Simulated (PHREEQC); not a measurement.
Solution (25 °C): 0.0011 mol HBr per kg of water. Closed to the air; pH follows from the charge balance.

All values are PHREEQC results (ion-association model, phreeqc.dat), not measurements.

This is a speciation only: nothing precipitates in the calculation.

Task: Estimate the pH, specific conductance.

Result: pH 2.97; specific conductance 455 µS/cm.
